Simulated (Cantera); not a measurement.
Source: NASA polynomial tables (part measured, part estimated), evaluated in Cantera. Values are per mole of reaction as written; species without (g) are pure solids or liquids, kept so even where they would boil at 1 bar.

Task: Between 300 and 1998 K, where is each reaction favourable under standard conditions?
- V2O5 + 2 N(g) → 2 NO(g) + V2O3

Result: 
- V2O5 + 2 N(g) → 2 NO(g) + V2O3: ΔG° is -456 kJ at 300 K and -488 kJ at 1998 K; it stays negative (K > 1). ΔH° is -517 kJ and ΔS° -14 J/K at 1998 K.
